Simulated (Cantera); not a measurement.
Mixture: 10.4 % CH4, 18.8 % O2, 70.8 % N2, at 5.00 bar, adiabatic and at constant pressure. Ignition delay is the time to a rise of 400 K.

Detailed kinetics in Cantera: GRI-Mech 3.0 (53 species, 325 reactions).

**Question.** Predict: delay at 1075 K; delay at 1225 K; delay at 1375 K; delay at 1525 K; delay at 1675 K; apparent activation energy between 1600 and 1750 K.

**Answer.** delay at 1075 K: 58.6 ms
delay at 1225 K: 7.63 ms
delay at 1375 K: 1.30 ms
delay at 1525 K: 0.274 ms
delay at 1675 K: 71.9 µs
apparent activation energy between 1600 and 1750 K: 190 kJ/mol
